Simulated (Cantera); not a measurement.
# Equilibrium for iron carbonyl, mercury and lead vapours: PbO + N₂

Input: 1 mol PbO, 0.16 mol N₂, held at 827 °C and 1.00 bar.

Method: chemical equilibrium by Gibbs-energy minimisation in Cantera with the NASA 1993 tables (ideal gas, pure condensed phases). Candidate condensed phases: Pb, PbO, PbO₂, Pb₃O₄; 12 gas species. Equilibrium is a limit: real reactors are often held back by kinetics, nucleation or transport.

```json
{
  "x(N₂)": "1.000",
  "x(PbO)": "6.19e-6",
  "x(Pb)": "1.11e-6",
  "n(PbO(yellow))": "1.000 mol",
  "gas_amount": "0.1600 mol",
  "log10 activity of Pb(l) (absent)": "-2.04",
  "log10 activity of PbO₂(s) (absent)": "-5.54"
}
```
